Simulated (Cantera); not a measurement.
A perfectly stirred reactor is fed with 16.3 % H2, 39.8 % O2, 43.8 % N2, at 0.227 atm; it is held at 1200 K, and followed from long to short residence time.

Model: GRI-Mech 3.0 (53 species, 325 reactions), integrated in Cantera. The temperature is held fixed by assumption; the heat of reaction is taken as removed at once.

x: mole fraction; the columns are a selection and need not sum to one.

```tsv
τ (s)	x H2	x O2	x NO	x HO2	x H2O2	x H
2.1	8.36e-5	0.345	2.10e-7	3.30e-6	4.08e-7	1.83e-6
1.0	0.000136	0.345	1.64e-7	5.10e-6	5.56e-7	3.86e-6
0.49	0.000218	0.345	1.29e-7	7.61e-6	7.41e-7	7.91e-6
0.24	0.000346	0.345	1.07e-7	1.11e-5	9.75e-7	1.62e-5
0.11	0.000570	0.345	9.65e-8	1.62e-5	1.30e-6	3.54e-5
0.055	0.000881	0.345	1.01e-7	2.19e-5	1.64e-6	7.09e-5
0.026	0.00140	0.345	1.25e-7	2.92e-5	2.08e-6	0.000150
0.013	?	0.344	?	?	?	?
0.0062	?	0.344	?	?	?	?
0.0030	0.00495	0.344	3.65e-7	5.30e-5	3.66e-6	0.00126
0.0014	0.00761	0.343	5.41e-7	6.02e-5	4.25e-6	0.00261
```

Q: Some entries are withheld; supply them.

A: 
- 0.013, x H2: 0.00212
- 0.013, x NO: 1.69e-7
- 0.013, x HO2: 3.67e-5
- 0.013, x H2O2: 2.55e-6
- 0.013, x H: 0.000298
- 0.0062, x H2: 0.00326
- 0.0062, x NO: 2.47e-7
- 0.0062, x HO2: 4.51e-5
- 0.0062, x H2O2: 3.09e-6
- 0.0062, x H: 0.000619
